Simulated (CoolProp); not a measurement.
The fluid at 723.36 K and 2.32 MPa is throttled through a valve to 0.326 MPa with no heat exchange. The same conditions are run with several fluids, on thermodynamics alone (safety and materials aside).

Computed with CoolProp (reference Helmholtz-energy equation of state of each fluid (dry air: Lemmon 2000; carbon dioxide: Span 1996; oxygen: Schmidt 1985; water: Wagner 2002; ammonia: Gao 2020)). Blends and air are pseudo-pure fits.

Task: Rank dry air, carbon dioxide, oxygen, water, ammonia by temperature change (K), highest first.

Result: dry air (+0.4), oxygen (-0.1), carbon dioxide (-2.5), ammonia (-4.1), water (-12.3)

| fluid | final density (kg/m³) |
|---|---|
| dry air | 1.57 |
| carbon dioxide | 2.39 |
| oxygen | 1.73 |
| water | 0.997 |
| ammonia | 0.929 |

Above 300 K oxygen's equation is extrapolated.
